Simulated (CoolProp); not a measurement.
Saturation properties of toluene (Tc = 591.7 K, pc = 4.126 MPa, ω = 0.266).

The numbers come from the reference Helmholtz-energy equation of state, Lemmon 2006 in CoolProp. It is a short technical equation, of lower accuracy than the large ones.

```
T (K)     p (MPa)  liquid cp (kJ/(kg K))  surface tension (mN/m)  vapour viscosity (µPa s)  liquid conductivity (mW/(m K))
-----  ----------  ---------------------  ----------------------  ------------------------  ------------------------------
382.4     0.09751                  1.998              (withheld)                      8.77                             108
407.9      0.1920                  2.097                    15.2                      9.31                      (withheld)
433.4      0.3453                  2.200                    12.6                      9.87                            95.6
458.9      0.5776                  2.312                    10.0                      10.5                            90.4
484.4      0.9115                  2.438                    7.61                (withheld)                            85.8
509.9       1.372                  2.594                    5.36                      11.9                            81.9
535.4  (withheld)                  2.820                    3.31                (withheld)                            78.8
560.9       2.802                  3.286                    1.52                      14.5                      (withheld)
```

Problem. Fill in the missing entries.

Solution. 
- 382.4, surface tension (mN/m): 18.0
- 407.9, liquid conductivity (mW/(m K)): 101
- 484.4, vapour viscosity (µPa s): 11.1
- 535.4, p (MPa): 1.990
- 535.4, vapour viscosity (µPa s): 12.9
- 560.9, liquid conductivity (mW/(m K)): 76.5

It boils at 383.7 K under 1 atm.

Viscosity comes from a separate model (Avgeri 2015). Thermal conductivity comes from a separate model (Assael 2012). Surface tension comes from a separate correlation (Mulero 2012).
